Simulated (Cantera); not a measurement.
Charge: 1 mol borazine, 190 mol H2, held at 2048.15 K.

These are equilibrium values from Cantera (NASA tables, ideal gas, pure condensed phases), not measurements of a reactor. Candidate condensed phases: B, BN; 15 gas species. The feed counts by its element totals alone. Mutual solubility and eutectic melting of coexisting phases are not modelled. Gases not in the tables: B2H6 and higher boranes. Equilibrium is a limit: real reactors are often held back by kinetics, nucleation or transport.

### Question
What share of the B ends up in condensed phases as a function of P (Pa), at 10, 46, 220, 1000, 4600, 22000, 100000?

### Answer
```csv
P (Pa),B condensed (%),as
10,75.1,B(s)
46,91.8,B(s)
220,95.2,B(s)
1000,95.8,B(s)
4600,96.0,B(s) + BN(s)
22000,95.9,B(s) + BN(s)
100000,96.2,BN(s)
```
